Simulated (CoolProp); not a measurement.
Properties of ethane along the isobar 0.311 MPa.

Computed with CoolProp (reference Helmholtz-energy equation of state, Bücker 2006).

```tsv
T (K)	phase	expansivity (1/kK)	viscosity (µPa s)
250.6	gas	[?]	[?]
271.4	gas	4.063	8.61
292.3	gas	3.698	9.23
313.2	gas	3.402	9.84
334.1	gas	3.154	10.4
354.9	gas	2.944	11.0
375.8	gas	2.762	[?]
396.7	gas	2.603	12.2
417.6	gas	2.461	12.7
438.4	gas	2.336	13.3
459.3	gas	2.223	13.8
480.2	gas	2.121	14.3
```

**Question.** What belongs in the gaps?

**Answer.** 
- 250.6, expansivity (1/kK): 4.528
- 250.6, viscosity (µPa s): 7.98
- 375.8, viscosity (µPa s): 11.6

Viscosity comes from a separate model (Friend 1991).
